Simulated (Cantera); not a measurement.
An isothermal, constant-pressure homogeneous reactor starts with CH₄ : CO₂ = 1 : 2.6 (molar parts), at 1600 K and 100.0 Torr. Integrator tolerance rtol = 1e-08.

Cantera simulation using GRI-Mech 3.0 (53 species, 325 reactions); the numbers are that mechanism's predictions, not measurements.

### Question
What does this change do: temperature 1600 to 1423 K?

### Answer
| quantity | before | after |
|---|---|---|
| x(CH₄) at 90.0 s | 6.80e-7 (gas-phase equilibrium 6.77e-10) | 0.0195 (gas-phase equilibrium 7.22e-9) |
| x(CO₂) at 90.0 s | 0.131 (gas-phase equilibrium 0.131) | 0.240 (gas-phase equilibrium 0.144) |
| x(C₂H₆) at 90.0 s | <1e-12 (gas-phase equilibrium <1e-12) | 3.82e-6 (gas-phase equilibrium <1e-12) |
| x(HCO) at 90.0 s | 5.09e-9 (gas-phase equilibrium 5.10e-9) | 7.66e-10 (gas-phase equilibrium 1.26e-9) |
| x(H) at 90.0 s | 6.73e-5 (gas-phase equilibrium 6.74e-5) | 6.10e-6 (gas-phase equilibrium 8.51e-6) |

### Question
What does this change do: CH4 1 to 2.7 parts?

### Answer
```json
[
 {"quantity": "x(CH₄) at 90.0 s", "before": "6.80e-7 (gas-phase equilibrium 6.77e-10)", "after": "0.00330 (gas-phase equilibrium 0.000954)"},
 {"quantity": "x(CO₂) at 90.0 s", "before": "0.131 (gas-phase equilibrium 0.131)", "after": "0.00523 (gas-phase equilibrium 5.30e-7)"},
 {"quantity": "x(C₂H₆) at 90.0 s", "before": "<1e-12 (gas-phase equilibrium <1e-12)", "after": "7.24e-8 (gas-phase equilibrium 8.87e-9)"},
 {"quantity": "x(HCO) at 90.0 s", "before": "5.09e-9 (gas-phase equilibrium 5.10e-9)", "after": "7.34e-9 (gas-phase equilibrium 7.72e-9)"},
 {"quantity": "x(H) at 90.0 s", "before": "6.73e-5 (gas-phase equilibrium 6.74e-5)", "after": "0.000104 (gas-phase equilibrium 0.000106)"}
]
```
